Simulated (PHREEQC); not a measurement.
## Brine (model solution)

Consider water at 10 °C with 0.001 mol/kgw HCl, 8e-05 mol/kgw MgSO4 and 0.15 mol/kgw MgCl2. Closed to the air; pH follows from the charge balance.

Computed with PHREEQC (ion-association model, phreeqc.dat).

Each row changes one thing in this solution. Precipitation was switched off in this run.

```csv
case,pH,MgOH+ (mol/kgw)
as made,3.11,7.04e-11
HCl from 0.001 to 0.0005 mol/kgw,3.41,1.41e-10
diluted 10-fold with water,4.07,9.06e-11
temperature from 10 to 90 °C,3.13,3.21e-8
diluted 100-fold with water,5.03,1.14e-10
temperature from 10 to 75 °C,3.12,1.28e-8
MgSO4 from 8e-05 to 0.00012 mol/kgw,3.11,7.04e-11
HCl from 0.001 to 0.0002 mol/kgw,3.81,3.52e-10
MgSO4 left out,3.11,7.04e-11
```

Away from 25 °C the constants follow the database's enthalpies or fits; those with neither stay at their 25 °C values.
